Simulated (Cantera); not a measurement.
A perfectly stirred reactor is fed with 8.33 % NO, 91.7 % N₂, at 0.530 bar; it is held at 1775 K, and followed from long to short residence time.

Computed with Cantera and GRI-Mech 3.0 (53 species, 325 reactions).

x: mole fraction; the columns are a selection and need not sum to one.

| τ (s) | x NO | x N₂ | x N₂O | x NO₂ | x O₂ | x O |
|---|---|---|---|---|---|---|
| 6.1 | 0.0747 | 0.921 | [?] | 2.23e-5 | 0.00431 | 9.61e-6 |
| 1.4 | 0.0812 | 0.918 | 2.70e-6 | 1.49e-5 | 0.00105 | 6.00e-6 |
| 0.32 | 0.0828 | 0.917 | 2.78e-6 | 1.15e-5 | 0.000233 | 4.61e-6 |
| 0.073 | 0.0832 | 0.917 | 2.69e-6 | 9.90e-6 | 4.67e-5 | 3.98e-6 |
| 0.017 | 0.0833 | 0.917 | [?] | 7.14e-6 | 6.31e-6 | 2.95e-6 |
| 0.0038 | 0.0833 | 0.917 | [?] | 2.37e-6 | 2.36e-7 | 1.12e-6 |
| 0.00087 | 0.0833 | 0.917 | [?] | 3.90e-7 | 6.65e-9 | 2.98e-7 |

Problem. Complete the blanks.

Solution. 
- 6.1, x N₂O: 2.29e-6
- 0.017, x N₂O: 2.29e-6
- 0.0038, x N₂O: 1.36e-6
- 0.00087, x N₂O: 4.89e-7
